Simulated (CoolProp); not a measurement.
Vapour-liquid equilibrium of m-xylene (1) + o-xylene (2) at 0.146 bar; x and y are mole fractions of (1).

Computed with CoolProp (multi-fluid Helmholtz-energy mixture model, Zhou 2012 and Zhou 2012; pair parameters Bell 2016).

```
x     bubble temperature (K)  y at the bubble point  dew temperature at overall composition x (K)  liquid density (mol/L)
----  ----------------------  ---------------------  --------------------------------------------  ----------------------
0.05                   356.6                  0.058                                         356.6                   7.770
0.2                    355.9                  0.229                                         356.0                   7.751
0.35                   355.1                  0.392                                         355.3                   7.732
0.5                    354.4                  0.545                                         354.6                   7.713
0.65                   353.7                  0.690                                         353.9                   7.694
0.8                    353.1                  0.826                                         353.2                   7.675
0.95                   352.5                  0.957                                         352.5                   7.656
```

No azeotrope shows between x = 0.05 and 0.95.

Pair parameters are fitted to limited data, so mixtures are less certain than the pure fluids.
